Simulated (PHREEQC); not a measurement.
Buffer: an equilibrium model

Dissolve 0.055 mol/kgw H3PO4 and 0.014 mol/kgw KOH at 25 °C. Closed to the air; pH follows from the charge balance.

All values are PHREEQC results (ion-association model, phreeqc.dat), not measurements.

Each row changes one thing in this solution. Precipitation was switched off in this run.

```tsv
case	pH	ionic strength (mol/kgw)	H3PO4 (mol/kgw)	H2PO4- (mol/kgw)	HPO4-2 (mol/kgw)
as made	2.02	0.0249	0.0301	0.0249	2.51e-7
KOH left out	1.79	0.0179	0.0371	0.0179	1.02e-7
diluted 2-fold with water	2.17	0.0146	0.0129	0.0146	1.90e-7
0.067 mol/kgw KH2PO4 added	2.43	0.0855	0.0365	0.0855	2.88e-6
temperature from 25 to 60 °C	2.11	0.0228	0.0322	0.0228	3.45e-7
H3PO4 from 0.055 to 0.0825 mol/kgw	1.85	0.0300	0.0525	0.0300	2.15e-7
```

Complexes and solids missing from the database can't appear. Away from 25 °C the constants follow the database's enthalpies or fits; those with neither stay at their 25 °C values.
